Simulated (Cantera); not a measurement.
**Moist CO burnout**

An isothermal, constant-pressure homogeneous reactor starts with 0.161 % CO, 5.20 % O₂, 0.0208 % H₂O, 94.6 % N₂, equivalence ratio 0.015, at 1225 K and 0.355 atm.

Detailed kinetics in Cantera: GRI-Mech 3.0 (53 species, 325 reactions).

```
t (s)         x CO    x O₂     x H₂O     x NO     x NO₂     x HO₂
--------  --------  ------  --------  -------  --------  --------
1.00e-5    0.00161  0.0520  0.000208   <1e-12    <1e-12    <1e-12
4.33e-5    0.00161  0.0520  0.000208   <1e-12    <1e-12    <1e-12
0.000187   0.00161  0.0520  0.000208   <1e-12    <1e-12    <1e-12
0.000811   0.00161  0.0520  0.000208   <1e-12    <1e-12  2.88e-12
0.00351    0.00161  0.0520  0.000208   <1e-12    <1e-12  4.86e-11
0.0152     0.00161  0.0520  0.000208   <1e-12    <1e-12   3.05e-9
0.0658     0.00139  0.0519  0.000201  1.07e-9  4.24e-12   4.37e-7
0.285     0.000129  0.0513  0.000205  1.35e-7  8.58e-10   1.96e-7
1.23       6.74e-6  0.0513  0.000207  2.05e-7   2.24e-9   2.85e-8
5.34       2.10e-7  0.0513  0.000208  2.22e-7   1.86e-9   2.31e-9
23.1       1.60e-9  0.0513  0.000208  2.25e-7   1.11e-9  3.39e-10
100       3.70e-10  0.0513  0.000208  2.25e-7  9.99e-10  2.16e-10
```
x: mole fraction; the columns are a selection and need not sum to one.

Equilibrium at this temperature and pressure: CO 3.71e-10, O₂ 0.0512, H₂O 0.000208, NO 0.000128, NO₂ 5.69e-7, HO₂ 2.16e-10 (gas phase only).
